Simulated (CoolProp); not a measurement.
The numbers come from the reference Helmholtz-energy equation of state, Pan 2012 in CoolProp.

### Question
For R236FA, give the phase and the density (kg/m³), cv (kJ/(kg K)), Joule-Thomson coefficient (K/MPa), viscosity (µPa s) at 221.5 K and 8.43 MPa; 388.6 K and 6.45 MPa.

### Answer
- 221.5 K and 8.43 MPa: liquid; density 1610, cv 0.816, Joule-Thomson coefficient -0.343, viscosity 1070
- 388.6 K and 6.45 MPa: liquid; density 1040, cv 1.00, Joule-Thomson coefficient 0.651, viscosity 112

Viscosity comes from a separate model (Huber 2003), an estimate that may be off by 10 % or more.
